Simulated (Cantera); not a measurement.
**NO annealing gas**

An isothermal, constant-pressure homogeneous reactor starts with NO : N₂ = 1 : 14 (molar parts), at 1975 K and 100000 Pa.

Cantera simulation using GRI-Mech 3.0 (53 species, 325 reactions); the numbers are that mechanism's predictions, not measurements.

| t (s) | x NO | x O | x O₂ | x N₂ | x N₂O | x NO₂ |
|---|---|---|---|---|---|---|
| 1.00e-6 | 0.0667 | 4.29e-9 | <1e-12 | 0.933 | 4.29e-9 | 1.26e-11 |
| 7.74e-6 | 0.0667 | 3.28e-8 | 1.14e-11 | 0.933 | 3.30e-8 | 7.32e-10 |
| 5.99e-5 | 0.0667 | 2.38e-7 | 6.55e-10 | 0.933 | 2.43e-7 | 3.40e-8 |
| 0.000464 | 0.0667 | 1.94e-6 | 4.37e-8 | 0.933 | 1.30e-6 | 7.42e-7 |
| 0.00359 | 0.0666 | 1.49e-5 | 6.12e-6 | 0.933 | 2.14e-6 | 6.73e-6 |
| 0.0278 | 0.0663 | 2.03e-5 | 0.000147 | 0.933 | 2.13e-6 | 9.19e-6 |
| 0.215 | 0.0640 | 2.75e-5 | 0.00130 | 0.935 | 1.99e-6 | 1.22e-5 |
| 1.67 | 0.0463 | 5.82e-5 | 0.0102 | 0.944 | 1.11e-6 | 1.89e-5 |
| 12.9 | 0.00531 | 9.71e-5 | 0.0306 | 0.964 | 1.98e-7 | 3.64e-6 |
| 100 | 0.00309 | 9.87e-5 | 0.0317 | 0.965 | 1.92e-7 | 2.16e-6 |
x: mole fraction; the columns are a selection and need not sum to one.

Equilibrium at this temperature and pressure: NO 0.00309, O 9.87e-5, O₂ 0.0317, N₂ 0.965, N₂O 1.92e-7, NO₂ 2.16e-6 (gas phase only).
